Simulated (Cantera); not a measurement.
# Premixed flame

A freely propagating, adiabatic, planar premixed flame of 48.9 % H2, 10.6 % O2, 40.4 % N2, equivalence ratio 2.3, unburnt at 550 K and 0.987 atm; mixture-averaged transport, grid criteria slope 0.08 and curve 0.16, no radiation.

Cantera simulation using the H2/O2 subset of GRI-Mech 3.0, which has no nitrogen chemistry; the numbers are that mechanism's predictions, not measurements. Burning velocities carry a grid error of a few per cent, more on coarse grids.

```tsv
z (mm)	T (K)	u (m/s)	x H2	x O2	x HO2	x O	x H	x H2O
-1.34	550	7.45	0.489	0.106	<1e-8	<1e-8	<1e-8	<1e-8
-0.896	550	7.45	0.489	0.106	<1e-8	<1e-8	<1e-8	<1e-8
-0.672	550	7.45	0.489	0.106	<1e-8	<1e-8	<1e-8	<1e-8
-0.448	550	7.45	0.489	0.106	7.08e-7	<1e-8	4.12e-8	1.95e-7
-0.224	580	7.80	0.485	0.106	0.000256	1.43e-5	0.000314	0.00134
-0.112	810	10.7	0.453	0.0994	0.000155	0.000271	0.00861	0.0215
0	1195	15.3	0.362	0.0649	6.38e-5	0.00237	0.0461	0.0969
0.112	1456	18.5	0.279	0.0175	1.65e-5	0.00237	0.0799	0.188
0.224	1567	19.8	0.259	0.00310	2.81e-6	0.00111	0.0838	0.218
0.448	1671	21.0	0.263	0.000375	3.40e-7	0.000695	0.0736	0.225
0.896	1779	22.2	0.272	0.000191	1.79e-7	0.000515	0.0586	0.227
1.79	1884	23.3	0.282	0.000118	1.15e-7	0.000328	0.0435	0.229
3.58	1974	24.3	0.290	6.12e-5	6.56e-8	0.000175	0.0301	0.232
```
x: mole fraction of selected species; z is measured from the peak of heat release.

- laminar burning velocity: 745 cm/s
- thermal thickness: 0.448 mm
- peak x(HO2): 0.000275
- peak x(O): 0.00296
- peak x(H): 0.0844
- grid points: 127
